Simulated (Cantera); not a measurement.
Source: NASA polynomial tables (part measured, part estimated), evaluated in Cantera. Values are per mole of reaction as written; species without (g) are pure solids or liquids, kept so even where they would boil at 1 bar.

**Question.** Between 300 and 525 K, where is each reaction favourable under standard conditions?
- Si + Cl2(g) = SiCl2(g)
- 2 Cs + Cl2(g) = 2 CsCl
- 0.6667 Al + Cl2(g) = 0.3333 Al2Cl6(g)

**Answer.** 
- Si + Cl2(g) = SiCl2(g): ΔG° is -180 kJ at 300 K and -189 kJ at 525 K; it stays negative (K > 1). ΔH° is -169 kJ and ΔS° 37 J/K at 525 K.
- 2 Cs + Cl2(g) = 2 CsCl: ΔG° is -828 kJ at 300 K and -783 kJ at 525 K; it stays negative (K > 1). ΔH° is -887 kJ and ΔS° -199 J/K at 525 K.
- 0.6667 Al + Cl2(g) = 0.3333 Al2Cl6(g): ΔG° is -407 kJ at 300 K and -388 kJ at 525 K; it stays negative (K > 1). ΔH° is -431 kJ and ΔS° -82 J/K at 525 K.
